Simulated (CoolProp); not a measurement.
Properties of R143a at several states.

Model: reference Helmholtz-energy equation of state, Lemmon and Jacobsen 2000, in CoolProp.

```tsv
T (°C)	p (MPa)	phase	density (kg/m³)	viscosity (µPa s)
-89.65	0.147	liquid	…	…
-49.85	0.648	liquid	…	…
67.55	0.0383	gas	1.141	…
-64.85	0.0152	gas	0.7453	7.73
-99.65	0.915	liquid	…	…
```

Task: Fill in the missing entries.

Result: 
- -89.65, density (kg/m³): 1277
- -89.65, viscosity (µPa s): 351
- -49.85, density (kg/m³): 1175
- -49.85, viscosity (µPa s): 224
- 67.55, viscosity (µPa s): 12.7
- -99.65, density (kg/m³): 1302
- -99.65, viscosity (µPa s): 408

Viscosity comes from a separate model (Klein 1997), an estimate that may be off by 10 % or more.
